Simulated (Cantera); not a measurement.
What does this Cantera script print?

```python
import numpy as np
import cantera as ct

gas_names = """
    H HO2 H2 H2O H2O2 O OH O2 O3 Ti TiO TiO2
""".split()
cond_names = """
    H2O(s) H2O(L) Ti(a) Ti(b) Ti(L) TiO(a) TiO(b) TiO(L) TiO2(ru) TiO2(L) Ti2O3(a) Ti2O3(b) Ti2O3(L)
    Ti3O5(a) Ti3O5(b) Ti3O5(L) Ti4O7(s) Ti4O7(L)
""".split()


def load(file, names, dense=False):
    # The tables refer to 1 bar. Condensed volumes are neglected.
    table = {s.name: s for s in ct.Species.list_from_file(file)}
    out = []
    for n in names:
        d = dict(table[n].input_data)
        d["thermo"] = dict(d["thermo"], **{"reference-pressure": 1e5})
        if dense:
            d["equation-of-state"] = {"model": "constant-volume", "density": "1e6 g/cm^3"}
        out.append(ct.Species.from_dict(d))
    return out


gas = ct.Solution(thermo="ideal-gas", species=load("nasa_gas.yaml", gas_names))
cond = {s.name: ct.Solution(thermo="fixed-stoichiometry", species=[s], name=s.name)
        for s in load("nasa_condensed.yaml", cond_names, dense=True)}
atoms = {
    'TiO2': {'Ti': 1, 'O': 2},
    'H2': {'H': 2},
}
top_T = {}  # K; cautious upper limits of use, not melting points


def equilibrate(T, P, feed):
    n = {}
    for name, mol in feed.items():
        for a, k in atoms[name].items():
            n[a] = n.get(a, 0.0) + k * mol
    gas.TPX = T, P, n
    mass = sum(n.values()) * gas.mean_molecular_weight
    gas.equilibrate("TP")
    valid = [c for c in cond.values() if c.min_temp <= T <= top_T.get(c.name, c.max_temp)]
    mix = ct.Mixture([(gas, mass / gas.mean_molecular_weight)] + [(c, 0.0) for c in valid])
    mix.T, mix.P = T, P
    mix.equilibrate("TP", solver="vcs", rtol=1e-11, max_steps=5000)
    return mix


results = []
P = 1333.22  # Pa
for T in [1400, 1450, 1500, 1550, 1600, 1650, 1700, 1750, 1800]:
    for m in [9, 15, 25, 42, 71, 120, 200, 340, 560, 940, 1600]:
        feed = {'TiO2': 1, 'H2': m}  # mol
        mix = equilibrate(T, P, feed)
        results.append((T, P, feed, dict(zip(mix.species_names, mix.species_moles))))

for T, P, feed, n in results:
    print(f"{T:7g} {feed['H2']:10.4g}  " + (" + ".join(c for c in cond_names if n.get(c, 0) > 1e-12) or "gas only"))
```

Result:

```
   1400          9  TiO2(ru) + Ti4O7(s)
   1400         15  TiO2(ru) + Ti4O7(s)
   1400         25  TiO2(ru) + Ti4O7(s)
   1400         42  Ti4O7(s)
   1400         71  Ti4O7(s)
   1400        120  Ti4O7(s)
   1400        200  Ti3O5(b)
   1400        340  Ti3O5(b)
   1400        560  Ti3O5(b)
   1400        940  Ti3O5(b)
   1400       1600  Ti3O5(b)
   1450          9  TiO2(ru) + Ti4O7(s)
   1450         15  TiO2(ru) + Ti4O7(s)
   1450         25  Ti4O7(s)
   1450         42  Ti4O7(s)
   1450         71  Ti4O7(s)
   1450        120  Ti3O5(b) + Ti4O7(s)
   1450        200  Ti3O5(b)
   1450        340  Ti3O5(b)
   1450        560  Ti3O5(b)
   1450        940  Ti3O5(b)
   1450       1600  Ti2O3(b) + Ti3O5(b)
   1500          9  TiO2(ru) + Ti4O7(s)
   1500         15  TiO2(ru) + Ti4O7(s)
   1500         25  Ti4O7(s)
   1500         42  Ti4O7(s)
   1500         71  Ti3O5(b) + Ti4O7(s)
   1500        120  Ti3O5(b)
   1500        200  Ti3O5(b)
   1500        340  Ti3O5(b)
   1500        560  Ti3O5(b)
   1500        940  Ti3O5(b)
   1500       1600  Ti2O3(b)
   1550          9  TiO2(ru) + Ti4O7(s)
   1550         15  Ti4O7(s)
   1550         25  Ti4O7(s)
   1550         42  Ti3O5(b) + Ti4O7(s)
   1550         71  Ti3O5(b)
   1550        120  Ti3O5(b)
   1550        200  Ti3O5(b)
   1550        340  Ti3O5(b)
   1550        560  Ti3O5(b)
   1550        940  Ti2O3(b) + Ti3O5(b)
   1550       1600  Ti2O3(b)
   1600          9  Ti4O7(s)
   1600         15  Ti4O7(s)
   1600         25  Ti4O7(s)
   1600         42  Ti3O5(b)
   1600         71  Ti3O5(b)
   1600        120  Ti3O5(b)
   1600        200  Ti3O5(b)
   1600        340  Ti3O5(b)
   1600        560  Ti2O3(b) + Ti3O5(b)
   1600        940  Ti2O3(b)
   1600       1600  Ti2O3(b)
   1650          9  Ti4O7(s)
   1650         15  Ti4O7(s)
   1650         25  Ti3O5(b)
   1650         42  Ti3O5(b)
   1650         71  Ti3O5(b)
   1650        120  Ti3O5(b)
   1650        200  Ti3O5(b)
   1650        340  Ti3O5(b)
   1650        560  Ti2O3(b) + Ti3O5(b)
   1650        940  Ti2O3(b)
   1650       1600  Ti2O3(b)
   1700          9  Ti4O7(s)
   1700         15  Ti3O5(b) + Ti4O7(s)
   1700         25  Ti3O5(b)
   1700         42  Ti3O5(b)
   1700         71  Ti3O5(b)
   1700        120  Ti3O5(b)
   1700        200  Ti3O5(b)
   1700        340  Ti2O3(b) + Ti3O5(b)
   1700        560  Ti2O3(b)
   1700        940  Ti2O3(b)
   1700       1600  Ti2O3(b)
   1750          9  Ti3O5(b) + Ti4O7(s)
   1750         15  Ti3O5(b)
   1750         25  Ti3O5(b)
   1750         42  Ti3O5(b)
   1750         71  Ti3O5(b)
   1750        120  Ti3O5(b)
   1750        200  Ti3O5(b)
   1750        340  Ti2O3(b) + Ti3O5(b)
   1750        560  Ti2O3(b)
   1750        940  Ti2O3(b)
   1750       1600  Ti2O3(b)
   1800          9  Ti3O5(b)
   1800         15  Ti3O5(b)
   1800         25  Ti3O5(b)
   1800         42  Ti3O5(b)
   1800         71  Ti3O5(b)
   1800        120  Ti3O5(b)
   1800        200  Ti3O5(b)
   1800        340  Ti2O3(b)
   1800        560  Ti2O3(b)
   1800        940  Ti2O3(b)
   1800       1600  Ti2O3(b)
```

Method: chemical equilibrium by Gibbs-energy minimisation in Cantera with the NASA 1993 tables (ideal gas, pure condensed phases). Mutual solubility and eutectic melting of coexisting phases are not modelled. Condensed phases not in the tables: Magnéli phases beyond Ti4O7.
